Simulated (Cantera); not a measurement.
A perfectly stirred reactor is fed with H2 : O2 = 0.5 : 1 (molar parts), at 0.0263 atm; it is held at 1323 K, and followed from long to short residence time.

Detailed kinetics in Cantera: the H2/O2 subset of GRI-Mech 3.0, which has no nitrogen chemistry. Radical loss at walls, strong at low pressure, is not modelled. The temperature is held fixed by assumption; the heat of reaction is taken as removed at once.

Problem. What does this change do: temperature 1323 to 1098 K?

Solution. 
| quantity | before | after |
|---|---|---|
| x(H2) at τ = 1.30 s | 0.000552 | 0.000811 |
| x(O2) at τ = 1.30 s | 0.598 | 0.599 |
| x(H2O2) at τ = 1.30 s | 3.56e-7 | 1.08e-6 |
| x(H) at τ = 1.30 s | 0.000200 | 0.000123 |
| x(H2O) at τ = 1.30 s | 0.397 | 0.398 |
| x(H2) at τ = 20.0 ms | 0.00788 | 0.0103 |
| x(O2) at τ = 20.0 ms | 0.579 | 0.592 |
| x(H2O2) at τ = 20.0 ms | 1.03e-6 | 1.90e-6 |
| x(H) at τ = 20.0 ms | 0.0122 | 0.00761 |
| x(H2O) at τ = 20.0 ms | 0.371 | 0.377 |

Problem. What does this change do: temperature 1323 to 1248 K?

Solution. 
| quantity | before | after |
|---|---|---|
| x(H2) at τ = 1.30 s | 0.000552 | 0.000554 |
| x(O2) at τ = 1.30 s | 0.598 | 0.598 |
| x(H2O2) at τ = 1.30 s | 3.56e-7 | 5.43e-7 |
| x(H) at τ = 1.30 s | 0.000200 | 0.000172 |
| x(H2O) at τ = 1.30 s | 0.397 | 0.398 |
| x(H2) at τ = 20.0 ms | 0.00788 | 0.00775 |
| x(O2) at τ = 20.0 ms | 0.579 | 0.584 |
| x(H2O2) at τ = 20.0 ms | 1.03e-6 | 1.37e-6 |
| x(H) at τ = 20.0 ms | 0.0122 | 0.0106 |
| x(H2O) at τ = 20.0 ms | 0.371 | 0.374 |

Problem. What does this change do: O2 1 to 0.57 parts?

Solution. 
```csv
quantity,before,after
x(H2) at τ = 1.30 s,0.000552,0.00106
x(O2) at τ = 1.30 s,0.598,0.389
x(H2O2) at τ = 1.30 s,3.56e-7,5.48e-7
x(H) at τ = 1.30 s,0.000200,0.000320
x(H2O) at τ = 1.30 s,0.397,0.606
x(H2) at τ = 20.0 ms,0.00788,0.0153
x(O2) at τ = 20.0 ms,0.579,0.378
x(H2O2) at τ = 20.0 ms,1.03e-6,1.52e-6
x(H) at τ = 20.0 ms,0.0122,0.0197
x(H2O) at τ = 20.0 ms,0.371,0.558
```
